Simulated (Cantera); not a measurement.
Charge: 1 mol MgCl₂, 0.66 mol H₂, 0.72 mol N₂, held at 1598.15 K and 0.140 bar.

Equilibrium computed with Cantera from the NASA thermochemical tables; the gas is ideal and each condensed phase is pure. Candidate condensed phases: Mg, MgCl₂, NH₄Cl; 18 gas species. The tables' values for MgH are old estimates; treat these amounts as uncertain. Rates play no part.

**Question.** What is the equilibrium state?

**Answer.** 
- x(MgCl₂) = 0.411
- x(N₂) = 0.301
- x(H₂) = 0.270
- x(HCl) = 0.0119
- x(Mg) = 0.00545
- x(MgCl) = 0.000970
- x(H) = 7.40e-5
- x(MgH) = 1.21e-5
- x(Cl) = 2.58e-6
- gas amount = 2.394 mol
- log10 activity of Mg(l) (absent) = -3.83
